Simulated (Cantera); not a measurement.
An isothermal, constant-pressure homogeneous reactor starts with 3.27 % CH4, 96.2 % H2, 0.481 % N2, at 2200 K and 0.0120 bar.

Cantera simulation using GRI-Mech 3.0 (53 species, 325 reactions); the numbers are that mechanism's predictions, not measurements. GRI-Mech 3.0 stops at C3 and has no aromatics, soot or wall deposition, so with more carbon than oxygen in the feed, carbon stays in small species such as C2H2 where larger ones or solid carbon would form. Radical loss at walls, strong at low pressure, is not modelled.

Problem. Predict: x(CH4) at 2.00 s; x(H2) at 2.00 s; x(C2H) at 2.00 s; x(HCN) at 2.00 s; x(H) at 2.00 s.

Solution. 
| Quantity | Value |
|---|---|
| x(CH4) at 2.00 s | 7.07e-6 (gas-phase equilibrium 6.42e-6) |
| x(H2) at 2.00 s | 0.931 (gas-phase equilibrium 0.930) |
| x(C2H) at 2.00 s | 2.80e-5 (gas-phase equilibrium 2.47e-5) |
| x(HCN) at 2.00 s | 5.58e-6 (gas-phase equilibrium 0.00425) |
| x(H) at 2.00 s | 0.0489 (gas-phase equilibrium 0.0500) |
